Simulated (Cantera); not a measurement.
A perfectly stirred reactor is fed with CH₄ : CO : O₂ : N₂ = 1 : 0.48 : 1.87 : 7.02 (molar parts), at 9.87 atm; it is adiabatic with a 573 K inlet, and is followed from long to short residence time, starting on the burning branch (τ in s: 0.046, 0.024, 0.013, 0.0065, 0.0034, 0.0018, 0.00092, 0.00048, 0.00025, 0.00013, 6.7e-05, 3.5e-05, 1.8e-05).

Cantera simulation using GRI-Mech 3.0 (53 species, 325 reactions); the numbers are that mechanism's predictions, not measurements.

x: mole fraction; the columns are a selection and need not sum to one.

```tsv
τ (s)	T (K)	x CH₄	x CO	x O₂	x HCN	x H₂	x C₂H₂	x H
0.046	2380	4.85e-6	0.0534	0.000143	7.59e-7	0.0179	7.80e-9	0.000673
0.024	2378	8.39e-6	0.0534	0.000179	1.32e-6	0.0179	2.19e-8	0.000714
0.013	2377	1.34e-5	0.0535	0.000236	2.14e-6	0.0180	5.29e-8	0.000776
0.0065	2373	2.16e-5	0.0537	0.000343	3.48e-6	0.0180	1.27e-7	0.000882
0.0034	2368	3.22e-5	0.0539	0.000505	5.19e-6	0.0181	2.54e-7	0.00103
0.0018	2362	4.61e-5	0.0542	0.000752	7.32e-6	0.0182	4.58e-7	0.00122
0.00092	2352	6.68e-5	0.0547	0.00115	1.00e-5	0.0184	7.93e-7	0.00149
0.00048	2339	9.63e-5	0.0555	0.00174	1.31e-5	0.0186	1.30e-6	0.00183
0.00025	2321	0.000142	0.0566	0.00260	1.66e-5	0.0190	2.14e-6	0.00226
0.00013	2297	0.000218	0.0581	0.00388	2.03e-5	0.0194	3.61e-6	0.00275
6.7e-5	2265	___	0.0604	___	___	0.0200	___	___
3.5e-5	2221	___	0.0640	___	___	0.0206	___	___
1.8e-5	2140	0.00158	0.0715	0.0162	3.26e-5	0.0212	5.10e-5	0.00330
```

Question: What belongs in the gaps?

Answer: 
- 6.7e-5, x CH₄: 0.000356
- 6.7e-5, x O₂: 0.00583
- 6.7e-5, x HCN: 2.43e-5
- 6.7e-5, x C₂H₂: 6.61e-6
- 6.7e-5, x H: 0.00329
- 3.5e-5, x CH₄: 0.000633
- 3.5e-5, x O₂: 0.00891
- 3.5e-5, x HCN: 2.87e-5
- 3.5e-5, x C₂H₂: 1.39e-5
- 3.5e-5, x H: 0.00371
